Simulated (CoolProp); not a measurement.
A simple Rankine cycle with propylene: condensing at 305.15 K, boiler at 2.99 MPa, turbine inlet 356.6 K, turbine efficiency 0.65, pump efficiency 0.6, no recuperator. Each further row changes one setting.

Model: reference Helmholtz-energy equation of state, Lemmon 2013, in CoolProp.

| case | thermal efficiency (%) | net work (kJ/kg) | heat in (kJ/kg) | turbine exit temperature (K) | volume ratio over the turbine |
|---|---|---|---|---|---|
| as stated | 5.3 | 19.7 | 371 | 320.2 | 2.32 |
| turbine inlet 376.6 K | 5.6 | 23.4 | 420 | 343.6 | 2.26 |
| condensing temperature 297.15 K | 6.5 | 25.3 | 392 | 312.7 | 2.84 |
| boiler pressure 2.09 MPa | 3.3 | 13.1 | 402 | 339.5 | 1.55 |
| turbine efficiency 0.55 | 4.3 | 15.8 | 371 | 322.1 | 2.35 |
